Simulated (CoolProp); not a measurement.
Vapour-liquid equilibrium of acetone (1) + n-decane (2) at 66.85 °C; x and y are mole fractions of (1).

Model: multi-fluid Helmholtz-energy mixture model, Lemmon 2006 and Lemmon 2006; pair parameters Bell 2016, in CoolProp.

```tsv
x	bubble pressure (bar)	y at the bubble point	dew pressure at overall composition x (bar)	liquid density (mol/L)
0.05	0.1780	0.882	0.02284	5.046
0.2	0.6174	0.969	0.02711	5.620
0.35	0.9071	0.981	0.03333	6.313
0.5	1.055	0.985	0.04325	7.172
0.65	1.139	0.987	0.06156	8.273
0.8	1.231	0.991	0.1067	9.739
0.95	1.378	0.997	0.3999	11.79
```

No azeotrope shows between x = 0.05 and 0.95.

Pair parameters are fitted to limited data, so mixtures are less certain than the pure fluids. With so large a gap from Raoult's law the liquid may split in two, which this calculation doesn't test in full.
